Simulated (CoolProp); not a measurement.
Values from CoolProp's reference Helmholtz-energy equation of state, Wagner 2002.

Problem. For water, give the phase and the density (kg/m³), speed of sound (m/s), Joule-Thomson coefficient (K/MPa), viscosity (µPa s) at 726.85 °C and 14700 kPa.

Solution. 
- 726.85 °C and 14700 kPa: gas; density 33.1, speed of sound 750, Joule-Thomson coefficient 2.28, viscosity 38.5

Viscosity comes from a separate model (Huber 2009).
